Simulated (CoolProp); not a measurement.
R227EA along the isobar 101 kPa: fugacity coefficient from the reference equation and from simpler models built on Tc = 101.8 °C, pc = 2925 kPa, ω = 0.358; each cubic takes its own stable root.

Values from CoolProp's reference Helmholtz-energy equation of state, Lemmon 2016.

```csv
T (°C),phase,reference,van der Waals,Redlich-Kwong,Peng-Robinson
-65.05,liquid,0.06619,0.9605,0.2469,0.06935
-58.05,liquid,0.1070,0.9633,0.3592,0.1109
-51.15,liquid,0.1654,0.9658,0.5042,0.1701
-44.25,liquid,0.2476,0.9680,0.6889,0.2529
-37.35,liquid,0.3595,0.9701,0.9185,0.3653
-30.45,liquid,0.5081,0.9719,0.9609,0.5141
-23.55,liquid,0.7005,0.9736,0.9638,0.7066
-9.75,gas,0.9578,0.9766,0.9687,0.9621
-2.85,gas,0.9617,0.9780,0.9708,0.9648
4.15,gas,0.9652,0.9792,0.9727,0.9673
11.05,gas,0.9682,0.9804,0.9745,0.9695
17.95,gas,0.9709,0.9814,0.9761,0.9715
24.85,gas,0.9733,0.9824,0.9776,0.9734
31.75,gas,0.9754,0.9833,0.9790,0.9752
38.65,gas,0.9773,0.9841,0.9802,0.9768
```

At some of these states van der Waals, Redlich-Kwong gives the other phase, because its saturation line lies elsewhere.
